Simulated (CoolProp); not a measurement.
C3F8 (R218) at 410.4 K and 0.415 MPa flows at 0.2 m/s in a round tube of 20 mm bore and 15 µm roughness, fully developed (64/Re and Nu = 3.66 if laminar; Colebrook and Gnielinski if turbulent). Each further row changes one setting.

The numbers come from the reference Helmholtz-energy equation of state, Lemmon 2006 in CoolProp. It is a short technical equation, of lower accuracy than the large ones.

| case | Reynolds number | Darcy friction factor | pressure drop (Pa/m) | heat-transfer coefficient (W/(m² K)) | mass flow (kg/h) |
|---|---|---|---|---|---|
| as stated | (withheld) | (withheld) | (withheld) | (withheld) | 5.32 |
| velocity 0.4 m/s | 11000 | 0.0313 | (withheld) | 37.4 | 10.6 |
| diameter 40 mm | 11000 | 0.0307 | (withheld) | 18.3 | 21.3 |

Problem. Fill in the missing entries.

Solution. 
- as stated, Reynolds number: 5510
- as stated, Darcy friction factor: 0.0372
- as stated, pressure drop (Pa/m): 0.876
- as stated, heat-transfer coefficient (W/(m² K)): 20.4
- velocity 0.4 m/s, pressure drop (Pa/m): 2.94
- diameter 40 mm, pressure drop (Pa/m): 0.361

Viscosity comes from a separate model (Huber 2003), an estimate that may be off by 10 % or more. Thermal conductivity comes from a separate model (Huber 2003), an estimate that may be off by 10 % or more.
